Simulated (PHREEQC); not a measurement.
Consider water at 35 °C with 0.001 mol NaHF2 and 0.00058 mol Na2CO3 per kg of water. Closed to the air; pH follows from the charge balance.

Computed with PHREEQC (ion-association model, phreeqc.dat).

Precipitation was switched off in this run.

What pH, specific conductance does the model give?

pH 5.89; specific conductance 268 µS/cm.

In which forms is C present?

CO2 71 %, HCO3- 29 % of the C.
